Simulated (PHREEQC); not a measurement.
Consider water at 25 °C with 0.0016 mol H3BO3 and 0.00033 mol K2HPO4 per kg of water. Closed to the air; pH follows from the charge balance.

Equilibrium calculation in PHREEQC: ion-association model, phreeqc.dat.

| quantity | before | after |
|---|---|---|
| pH | 7.81 | 7.55 |
| ionic strength (mol/kgw) | 0.000929 | 0.000910 |
| H2BO3- (mol/kgw) | 5.96e-5 | 7.15e-5 |

**Question.** Which change was made?
A) K2HPO4 left out
B) 0.00025 mol/kgw KF added
C) K2HPO4 from 0.00033 to 3.3e-05 mol/kgw
D) temperature from 25 to 75 °C
E) temperature from 25 to 40 °C

**Answer.** D, temperature from 25 to 75 °C

Precipitation was switched off in this run. Constants without temperature data keep their 25 °C values here.
